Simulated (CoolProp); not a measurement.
Vapour-liquid equilibrium of R13 (1) + CHF3 (R23) (2) at 0.0734 bar; x and y are mole fractions of (1).

Values from CoolProp's multi-fluid Helmholtz-energy mixture model, Platzer 1990 and Penoncello 2003; pair parameters Bell 2016. This equation is an older, rougher fit; its heat capacities, sound speeds and derivatives of the liquid may be far off and weren't checked against measurements.

Task: Give the bubble temperature and the first vapour's composition at x = 0.25, 0.45, 0.95. Is there an azeotrope?

Result: x = 0.25: 149.8 K, y = 0.511; x = 0.45: 149.5 K, y = 0.543; x = 0.95: 151.9 K, y = 0.813. y crosses x between x = 0.45 and 0.55: the model has an azeotrope there.

Pair parameters are fitted to limited data, so mixtures are less certain than the pure fluids.
